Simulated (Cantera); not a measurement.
**Premixed flame**

A freely propagating, adiabatic, planar premixed flame of 10.2 % CH3OH, 18.9 % O2, 70.9 % N2, unburnt at 525 K and 5.60 bar; multicomponent transport, grid criteria slope 0.08 and curve 0.16, no radiation.

Cantera simulation using GRI-Mech 3.0 (53 species, 325 reactions); the numbers are that mechanism's predictions, not measurements. GRI-Mech 3.0 was tuned for natural gas; its chemistry of methanol as a main component is partial and can be far from experiment. Burning velocities carry a grid error of a few per cent, more on coarse grids.

```tsv
z (mm)	T (K)	u (m/s)	x CH3OH	x O2	x CH2CO	x O	x NO	x H2O
-0.296	525	0.462	0.102	0.188	<1e-8	<1e-8	<1e-8	0.000160
-0.197	530	0.467	0.102	0.188	<1e-8	<1e-8	<1e-8	0.00120
-0.148	545	0.482	0.101	0.186	<1e-8	<1e-8	<1e-8	0.00446
-0.0987	629	0.561	0.0964	0.178	2.35e-8	<1e-8	2.85e-8	0.0188
-0.0493	980	0.896	0.0706	0.146	2.13e-7	<1e-8	3.67e-7	0.0685
-0.0247	1325	1.24	0.0379	0.113	5.19e-7	1.33e-6	1.39e-6	0.113
0	1714	1.63	0.00342	0.0746	8.63e-7	0.000325	3.97e-6	0.161
0.0247	1889	1.78	4.79e-6	0.0538	8.31e-8	0.00177	6.60e-6	0.177
0.0493	1982	1.86	<1e-8	0.0455	<1e-8	0.00186	9.10e-6	0.181
0.0987	2081	1.94	<1e-8	0.0395	<1e-8	0.00127	1.30e-5	0.185
0.197	2153	2.00	<1e-8	0.0360	<1e-8	0.000636	1.81e-5	0.189
0.395	2190	2.03	<1e-8	0.0345	<1e-8	0.000311	2.39e-5	0.191
0.790	2201	2.04	<1e-8	0.0341	<1e-8	0.000225	3.18e-5	0.192
```
x: mole fraction of selected species; z is measured from the peak of heat release.

```json
{
  "laminar_burning_velocity": "46.2 cm/s",
  "thermal_thickness": "0.0987 mm",
  "peak x(CH2CO)": "8.95e-7",
  "peak x(O)": "0.00192",
  "grid_points": "138"
}
```
